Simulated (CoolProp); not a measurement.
Computed with CoolProp (reference Helmholtz-energy equation of state, Gao 2020).

Problem. For ammonia, give the phase and the Z, Joule-Thomson coefficient (K/MPa), expansivity (1/kK), viscosity (µPa s) at 43.95 °C and 43.7 MPa.

Solution. 
- 43.95 °C and 43.7 MPa: liquid; Z 0.461, Joule-Thomson coefficient -0.132, expansivity 2.01, viscosity 138

Viscosity comes from a separate model (Fenghour 1995).
